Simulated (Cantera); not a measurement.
**Equilibrium for silicon carbide growth: (CH3)2SiCl2 + C2H2 + H2 + C2H4**

Feed: 1 mol (CH3)2SiCl2, 0.34 mol C2H2, 16 mol H2, 0.075 mol C2H4, equilibrated at 1500 K and 0.133 bar.

Equilibrium computed with Cantera from the NASA thermochemical tables; the gas is ideal and each condensed phase is pure. Candidate condensed phases: C, C6H6, C7H8, C8H18, Si, SiC; 109 gas species. The feed counts by its element totals alone. The tables' values for SiCl3 are old estimates; treat these amounts as uncertain. Rates play no part.

The x(H2) is 0.902 and the x(HCl) is 0.0970. The x(CH4) comes out as 0.000279 and the x(SiCl2) is 0.000244. The x(H) is 4.58e-5. The x(SiCl3) is 2.27e-5, the x(C2H2 (acetylene)) is 8.14e-6 and the x(SiCl4) is 6.69e-6. The x(SiHCl3) comes out as 6.45e-6 and the n(C(graphite)) is 1.83 mol. The n(SiC(s)) is 0.994 mol. The gas amount is 20.48 mol and the log10 activity of Si(s) (absent) is -2.14.
